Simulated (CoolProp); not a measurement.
Aqueous methanol as a coolant, 26 % by mass, freezing at -21.2 °C, 1 atm.

The numbers come from the Melinder's fits for secondary coolants in CoolProp.

```
T (°C)  viscosity (mPa s)  cp (kJ/(kg K))  conductivity (W/(m K))  density (kg/m³)
------  -----------------  --------------  ----------------------  ---------------
-18.5                8.44           3.811                   0.419            970.4
-11.1                5.78           3.872                   0.425            968.6
-3.8                 4.13           3.925                   0.431            966.5
3.5                  3.06           3.970                   0.438            964.2
10.8                 2.34           4.006                   0.444            961.5
18.2                 1.83           4.034                   0.451            958.5
25.5                 1.47           4.051                   0.457            955.3
32.8                 1.20           4.058                   0.463            951.8
```
